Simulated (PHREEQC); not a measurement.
1 kg of water holding 0.12 mol/kgw KCl, 0.0035 mol/kgw NaBr and 5.9e-05 mol/kgw CaSO4 is evaporated at 25 °C; the solids stay in contact with the brine. The system is closed to CO2. Only these solids could form: Arcanite, Glaserite, Glauberite, Gypsum, Anhydrite, Halite, Mirabilite, Misenite, Portlandite, Sylvite, Syngenite, Thenardite.

The series has 28 steps of water left (kg), from 1 to 0.005012.

Equilibrium calculation in PHREEQC: Pitzer model, pitzer.dat.

Q: Which solids form, in which order, and at which step of the series does each first stand?

A: Sylvite from water left = 0.02407 kg.
